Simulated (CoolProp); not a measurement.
Vapour-liquid equilibrium of CHF3 (R23) (1) + C2F6 (R116) (2) at 0.13 MPa; x and y are mole fractions of (1).

Model: multi-fluid Helmholtz-energy mixture model, Penoncello 2003 and Lemmon 2006; pair parameters Bell 2016, in CoolProp.

| x | bubble temperature (K) | y at the bubble point | dew temperature at overall composition x (K) | liquid density (mol/L) |
|---|---|---|---|---|
| 0.05 | 196.3 | 0.197 | 199.0 | 11.82 |
| 0.125 | 193.2 | 0.356 | 197.6 | 12.29 |
| 0.2 | 191.6 | 0.440 | 196.3 | 12.75 |
| 0.275 | 190.7 | 0.488 | 194.8 | 13.23 |
| 0.35 | 190.3 | 0.519 | 193.4 | 13.74 |
| 0.425 | 190.0 | 0.540 | 191.9 | 14.29 |
| 0.5 | 189.9 | 0.557 | 190.6 | 14.88 |
| 0.575 | 189.9 | 0.572 | 189.9 | 15.54 |
| 0.65 | 189.9 | 0.590 | 190.5 | 16.25 |
| 0.725 | 190.1 | 0.615 | 191.5 | 17.03 |
| 0.8 | 190.5 | 0.654 | 192.6 | 17.89 |
| 0.875 | 191.4 | 0.721 | 193.7 | 18.80 |
| 0.95 | 193.3 | 0.847 | 194.8 | 19.76 |

y crosses x between x = 0.5 and 0.575: the model has an azeotrope there.

The pair parameters rest on a limited set of measurements; away from them the model extrapolates.
